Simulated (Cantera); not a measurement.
Cantera with NASA thermochemical tables; ideal gases at 1 bar, condensed phases pure. Values are per mole of reaction as written; species without (g) are pure solids or liquids, kept so even where they would boil at 1 bar. The tables' values for C2F4 are old estimates.

2 Si2C(g) + SiF4(g) → 5 Si + C2F4(g)

| T (K) | ΔH° (kJ) | ΔS° (J/K) | ΔG° (kJ) | log10 K | condensed phases |
|---|---|---|---|---|---|
| 300 | -114.7 | -373.2 | -2.7 | 0.48 | Si(s) |
| 1850 | 188.1 | -171.7 | 505.7 | -14.28 | Si(l) |
| 1950 | 191.6 | -169.8 | 522.8 | -14.00 | Si(l) |
| 2050 | (withheld) | (withheld) | (withheld) | (withheld) | Si(l) |
| 2150 | 198.5 | -166.5 | 556.4 | -13.52 | Si(l) |
| 2250 | 201.9 | -164.9 | 573.0 | -13.30 | Si(l) |
| 2350 | 205.1 | -163.5 | 589.4 | -13.10 | Si(l) |
| 2450 | (withheld) | (withheld) | (withheld) | (withheld) | Si(l) |
| 2550 | 211.5 | -160.9 | 621.8 | -12.74 | Si(l) |
| 2650 | (withheld) | (withheld) | (withheld) | (withheld) | Si(l) |

### Question
Some entries are withheld; supply them.

### Answer

- 2050, ΔH° (kJ): 195.1
- 2050, ΔS° (J/K): -168.1
- 2050, ΔG° (kJ): 539.7
- 2050, log10 K: -13.75
- 2450, ΔH° (kJ): 208.3
- 2450, ΔS° (J/K): -162.2
- 2450, ΔG° (kJ): 605.7
- 2450, log10 K: -12.91
- 2650, ΔH° (kJ): 214.5
- 2650, ΔS° (J/K): -159.8
- 2650, ΔG° (kJ): 637.9
- 2650, log10 K: -12.57
